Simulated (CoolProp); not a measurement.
Properties of R245ca along the isotherm 176.85 °C (Tc = 174.4 °C, pc = 3941 kPa, ω = 0.355).

Model: reference Helmholtz-energy equation of state, Zhou 2016, in CoolProp.

```tsv
p (kPa)	phase	cp (kJ/(kg K))	cv (kJ/(kg K))	isothermal compressibility (1/MPa)	expansivity (1/kK)
123	gas	1.169	1.104	8.220	2.309
246	gas	1.175	1.106	4.157	2.400
369	gas	1.182	1.108	2.804	2.498
493	gas	1.188	1.111	2.125	2.602
616	gas	1.196	1.113	1.722	2.713
739	gas	1.203	1.116	1.455	2.831
862	gas	1.211	1.119	1.264	2.959
985	gas	1.220	1.121	1.123	3.095
1110	gas	1.230	1.124	1.012	3.246
1230	gas	1.240	1.127	0.9275	3.401
1350	gas	1.251	1.130	0.8591	3.571
1480	gas	1.264	1.134	0.7987	3.771
1600	gas	1.276	1.137	0.7527	3.973
1720	gas	1.291	1.141	0.7142	4.196
1850	gas	1.308	1.145	0.6795	4.463
1970	gas	1.325	1.149	0.6528	4.737
```
